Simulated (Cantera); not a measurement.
A closed system holds: 1 mol CS2, 0.36 mol SO2, 0.06 mol O2, held at 1550 K and 101000 Pa.

Cantera equilibrium calculation (NASA polynomials, part measured and part estimated; ideal gas, pure solids and liquids). Candidate condensed phases: C, S; 22 gas species. Equilibrium is a limit: real reactors are often held back by kinetics, nucleation or transport.

Base state: S2 0.497, CO 0.391, CS2 0.0824, COS 0.0267, CO2 0.00205, CS 6.28e-5, S 5.00e-5, S2O 2.00e-5 (mole fractions); condensed: gas only.

**Question.** What changes in the equilibrium state with this change: pressure from 101000 Pa to 1000 Pa?

**Answer.** 
```tsv
species	before	after
S2	0.497	0.504
CO	0.391	0.413
CS2	0.0824	0.0787
COS	0.0267	0.00283
S2O	2.00e-5	2.24e-7
CO2	0.00205	2.40e-5
S	5.00e-5	0.000507
```

**Question.** What changes in the equilibrium state with this change: CS2 replaced by NH3?

**Answer.** 
| species | before | after |
|---|---|---|
| H2O | 0 | 0.402 |
| N2 | 0 | 0.242 |
| H2 | 0 | 0.214 |
| S2 | 0.497 | 0.0307 |
| CO | 0.391 | 0 |
| H2S | 0 | 0.108 |
| CS2 | 0.0824 | 0 |
| COS | 0.0267 | 0 |
| CO2 | 0.00205 | 0 |
| SH | 0 | 0.00159 |
| CS | 6.28e-5 | 0 |
| H | 0 | 1.45e-5 |
| SO2 | 4.63e-7 | 0.00189 |
Further candidate phases: H2O, H2SO4.
